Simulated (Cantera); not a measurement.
An adiabatic, constant-volume homogeneous reactor starts with 6.00 % C3H8, 18.7 % O2, 52.5 % N2, 22.8 % H2O, at 1398 K and 1.01 bar.

Model: GRI-Mech 3.0 (53 species, 325 reactions), integrated in Cantera. GRI-Mech 3.0 was tuned for natural gas; its chemistry of propane as a main component is partial and can be far from experiment.

**Question.** Predict: time of steepest temperature rise; temperature at 1.00 s; equilibrium temperature; x(O2) at 1.00 s; x(H2O) at 1.00 s.

**Answer.** time of steepest temperature rise: 0.281 ms
temperature at 1.00 s: 2775 K
equilibrium temperature: 2775 K
x(O2) at 1.00 s: 0.00163 (gas-phase equilibrium 0.00163)
x(H2O) at 1.00 s: 0.287 (gas-phase equilibrium 0.287)
